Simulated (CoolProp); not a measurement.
Vapour-liquid equilibrium of trans-2-butene (1) + acetone (2) at 239 K; x and y are mole fractions of (1).

Model: multi-fluid Helmholtz-energy mixture model, Lemmon 2005 and Lemmon 2006; pair parameters Bell 2016, in CoolProp.

```
x     bubble pressure, mixture model (MPa)  bubble pressure, Raoult's law (MPa)  y, mixture model  y, Raoult's law
----  ------------------------------------  -----------------------------------  ----------------  ---------------
0.05                              0.005628                             0.002120             0.810            0.499
0.15                               0.01208                             0.004126             0.918            0.770
0.25                               0.01577                             0.006132             0.941            0.863
0.35                               0.01761                             0.008138             0.950            0.911
0.45                               0.01838                              0.01014             0.953            0.939
0.55                               0.01863                              0.01215             0.954            0.959
0.65                               0.01877                              0.01416             0.955            0.972
0.75                               0.01905                              0.01616             0.958            0.983
0.85                               0.01963                              0.01817             0.965            0.991
0.95                               0.02058                              0.02017             0.983            0.997
```

The largest gap from Raoult's law is +192.8 % in bubble pressure, at x = 0.15. No azeotrope shows between x = 0.05 and 0.95.

The pair parameters rest on a limited set of measurements; away from them the model extrapolates. With so large a gap from Raoult's law the liquid may split in two, which this calculation doesn't test in full.
